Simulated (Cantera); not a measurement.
An isothermal, constant-pressure homogeneous reactor starts with CH4 : CO2 = 1 : 4 (molar parts), at 1475 K and 91000 Pa. Integrator tolerance rtol = 1e-08.

Cantera simulation using GRI-Mech 3.0 (53 species, 325 reactions); the numbers are that mechanism's predictions, not measurements.

Problem. What does this change do: temperature 1475 to 1825 K?

Solution. 
| quantity | before | after |
|---|---|---|
| x(CH4) at 60.0 s | 0.00342 (gas-phase equilibrium 2.14e-8) | 3.03e-10 (gas-phase equilibrium 3.24e-10) |
| x(CO2) at 60.0 s | 0.270 (gas-phase equilibrium 0.261) | 0.239 (gas-phase equilibrium 0.239) |
| x(H2O) at 60.0 s | 0.168 (gas-phase equilibrium 0.168) | 0.189 (gas-phase equilibrium 0.189) |
| x(H) at 60.0 s | 4.46e-6 (gas-phase equilibrium 4.70e-6) | 0.000144 (gas-phase equilibrium 0.000144) |
| x(CH3) at 60.0 s | 2.75e-6 (gas-phase equilibrium 1.72e-11) | 9.13e-12 (gas-phase equilibrium 9.77e-12) |
| x(H2) at 60.0 s | 0.112 (gas-phase equilibrium 0.118) | 0.0962 (gas-phase equilibrium 0.0962) |

Problem. What does this change do: temperature 1475 to 1725 K?

Solution. 
```tsv
quantity	before	after
x(CH4) at 60.0 s	0.00342 (gas-phase equilibrium 2.14e-8)	8.43e-10 (gas-phase equilibrium 8.98e-10)
x(CO2) at 60.0 s	0.270 (gas-phase equilibrium 0.261)	0.244 (gas-phase equilibrium 0.244)
x(H2O) at 60.0 s	0.168 (gas-phase equilibrium 0.168)	0.185 (gas-phase equilibrium 0.185)
x(H) at 60.0 s	4.46e-6 (gas-phase equilibrium 4.70e-6)	6.24e-5 (gas-phase equilibrium 6.24e-5)
x(CH3) at 60.0 s	2.75e-6 (gas-phase equilibrium 1.72e-11)	1.05e-11 (gas-phase equilibrium 1.12e-11)
x(H2) at 60.0 s	0.112 (gas-phase equilibrium 0.118)	0.101 (gas-phase equilibrium 0.101)
```
